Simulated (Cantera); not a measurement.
A perfectly stirred reactor is fed with 24.4 % CH₄, 75.6 % H₂, at 0.638 Torr; it is held at 1700 K, and followed from long to short residence time.

Cantera simulation using GRI-Mech 3.0 (53 species, 325 reactions); the numbers are that mechanism's predictions, not measurements. GRI-Mech 3.0 stops at C3 and has no aromatics, soot or wall deposition, so with more carbon than oxygen in the feed, carbon stays in small species such as C2H2 where larger ones or solid carbon would form. Radical loss at walls, strong at low pressure, is not modelled.

x: mole fraction; the columns are a selection and need not sum to one.

| τ (s) | x CH₄ | x H₂ | x H | x CH₂ | x C₂H₆ | x C₂H₂ | x C₂H |
|---|---|---|---|---|---|---|---|
| 2.6 | 0.111 | 0.833 | 0.00102 | 2.07e-6 | ___ | 0.0511 | 3.48e-7 |
| 1.0 | 0.162 | 0.802 | 0.000840 | 2.11e-6 | 2.54e-5 | 0.0298 | 1.74e-7 |
| 0.42 | 0.209 | 0.774 | 0.000599 | 1.59e-6 | 2.65e-5 | 0.0105 | 4.55e-8 |
| 0.17 | 0.239 | 0.757 | 0.000256 | 4.36e-7 | ___ | 0.000713 | 1.35e-9 |
| 0.067 | 0.244 | 0.756 | 9.16e-5 | 6.64e-8 | ___ | 1.48e-5 | 1.00e-11 |
| 0.027 | 0.244 | 0.756 | 3.64e-5 | 1.09e-8 | ___ | 3.38e-7 | <1e-12 |
| 0.011 | 0.244 | 0.756 | 1.51e-5 | 1.81e-9 | ___ | 8.46e-9 | <1e-12 |
| 0.0044 | 0.244 | 0.756 | 6.30e-6 | 2.77e-10 | ___ | 1.98e-10 | <1e-12 |
| 0.0018 | 0.244 | 0.756 | 2.83e-6 | 4.18e-11 | 1.68e-10 | 4.85e-12 | <1e-12 |
| 0.00071 | 0.244 | 0.756 | 1.34e-6 | 5.25e-12 | 9.24e-12 | <1e-12 | <1e-12 |
| 0.00029 | 0.244 | 0.756 | 7.14e-7 | <1e-12 | <1e-12 | <1e-12 | <1e-12 |

Question: Complete the blanks.

Answer: 
- 2.6, x C₂H₆: 1.53e-5
- 0.17, x C₂H₆: 8.46e-6
- 0.067, x C₂H₆: 1.23e-6
- 0.027, x C₂H₆: 1.76e-7
- 0.011, x C₂H₆: 2.22e-8
- 0.0044, x C₂H₆: 2.13e-9
